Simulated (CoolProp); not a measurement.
The fluid at 313.22 K and 0.835 MPa flows at 0.19 m/s in a round tube of 25 mm bore and 15 µm roughness, fully developed (64/Re and Nu = 3.66 if laminar; Colebrook and Gnielinski if turbulent). The same conditions are run with several fluids, on thermodynamics alone (safety and materials aside).

Values from CoolProp's reference Helmholtz-energy equation of state of each fluid (R410A: Lemmon 2003; CF4 (R14): Platzer 1990; normal hydrogen: Leachman 2009). The equations of Platzer and Polt are older, rougher fits. Blends and air are pseudo-pure fits.

```
fluid            Reynolds number  Darcy friction factor  pressure drop (Pa/m)  heat-transfer coefficient (W/(m² K))  mass flow (kg/h)
---------------  ---------------  ---------------------  --------------------  ------------------------------------  ----------------
R410A                       8850                 0.0328                 0.609                                  18.4              8.64
CF4 (R14)                   7490                 0.0342                 0.714                                  17.2              9.72
normal hydrogen              332                  0.193                0.0896                                  28.4             0.216
```

Transport values come from each fluid's own correlations; those of CF4 (R14) are estimates that may be off by 10 % or more.
